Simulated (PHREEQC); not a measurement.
Solution (25 °C): 28 mmol/kgw HCl, 0.65 mmol/kgw FeSO4 and 0.7 mmol/kgw MgSO4. Closed to the air; pH follows from the charge balance.

Computed with PHREEQC (ion-association model, phreeqc.dat).

The ionic strength comes out as 0.0317 mol/kgw. What activity coefficients do Mg+2, FeCl+, SO4-2, H+, Cl- get?

Mg+2 0.54, FeCl+ 0.85, SO4-2 0.52, H+ 0.87, Cl- 0.84.

No solid was allowed to form.
